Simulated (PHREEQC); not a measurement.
Dissolve 0.021 mol/kgw NH4Cl, 0.011 mol/kgw Na2SO4 and 0.48 mol/kgw KCl at 25 °C. Closed to the air; pH follows from the charge balance.

Equilibrium calculation in PHREEQC: ion-association model, phreeqc.dat.

| quantity | before | after |
|---|---|---|
| pH | 5.69 | 6.99 |
| SO4-2 (mol/kgw) | 0.00650 | 0.00663 |
| KSO4- (mol/kgw) | 0.00407 | 0.00422 |
| HSO4- (mol/kgw) | 3.53e-7 | 1.85e-8 |
| SI of Sylvite (KCl) | -1.91 | -1.92 |

Problem. Which change was made?
A. NH4Cl left out
B. diluted 2-fold with water
C. Na2SO4 replaced by NH4HSO4 at the same molality
D. 0.03 mol/kgw CO2 added

Solution. A, NH4Cl left out

No solid was allowed to form.
